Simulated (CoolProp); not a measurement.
Vapour-liquid equilibrium of carbon dioxide (1) + R134a (2) at -38.65 °C; x and y are mole fractions of (1).

Values from CoolProp's multi-fluid Helmholtz-energy mixture model, Span 1996 and Tillner-Roth 1994; pair parameters Bell 2016.

Q: Give the bubble pressure and the first vapour's composition at x = 0.05, 0.65, 0.75. Is there an azeotrope?

A: x = 0.05: 95.02 kPa, y = 0.442; x = 0.65: 699.7 kPa, y = 0.966; x = 0.75: 796.9 kPa, y = 0.977. No azeotrope shows between x = 0.05 and 0.95.

The pair parameters rest on a limited set of measurements; away from them the model extrapolates.
